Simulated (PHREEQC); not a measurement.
A solution holds 0.0017 mol HF, 0.078 mol NH4F, 0.00085 mol H2SiF6 and 0.053 mol HCl per kg of water, at 75 °C. Closed to the air; pH follows from the charge balance.

Equilibrium calculation in PHREEQC: ion-association model, wateq4f.dat.

No solid was allowed to form.

Order these F species by the share of F that they hold, largest first: H2F2, HF, SiF6-2, F-, HF2-.

HF (58 %), F- (24 %), HF2- (10 %), SiF6-2 (6.0 %), H2F2 (2.1 %)

The pH is 3.08 and the ionic strength 0.0799 mol/kgw. At this temperature some constants are extrapolated from 25 °C, and those without enthalpy data are left unchanged. SiF6-2 is the database's only silicon fluoride.
